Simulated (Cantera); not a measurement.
A closed system holds: 1 mol PbCl2, 4.5 mol H2, 6.4 mol N2, held at 1127 °C and 0.710 Pa.

Equilibrium computed with Cantera from the NASA thermochemical tables; the gas is ideal and each condensed phase is pure. Candidate condensed phases: NH4Cl, Pb, PbCl2; 17 gas species. The numbers say what is thermodynamically allowed, not how fast it happens.

Base state: N2 0.496, H2 0.272, HCl 0.153, Pb 0.0761, PbCl 0.00142, H 0.000952, Cl 0.000442 (mole fractions); condensed: gas only.

Question: What changes in the equilibrium state with this change: N2 from 6.4 to 240 mol?

Answer: 
| species | before | after |
|---|---|---|
| N2 | 0.496 | 0.973 |
| H2 | 0.272 | 0.0141 |
| HCl | 0.153 | 0.00799 |
| Pb | 0.0761 | 0.00404 |
| PbCl | 0.00142 | 1.73e-5 |
| H | 0.000952 | 0.000217 |
| Cl | 0.000442 | 0.000101 |
